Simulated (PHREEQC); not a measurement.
# Acid rinse or clean: speciation

Dissolve 2.1e-05 mol/kgw HCl, 0.00067 mol/kgw CuSO4 and 9.5e-07 mol/kgw MnSO4 at 60 °C. Closed to the air; pH follows from the charge balance.

Equilibrium calculation in PHREEQC: ion-association model, wateq4f.dat.

Precipitation was switched off in this run.

Problem. What pH, ionic strength does the model give?

Solution. pH 4.71; ionic strength 0.00246 mol/kgw.

Problem. In which forms is Cu present?

Solution. Cu+2 91 %, CuSO4 8.9 % of the Cu.

Constants without temperature data keep their 25 °C values here.
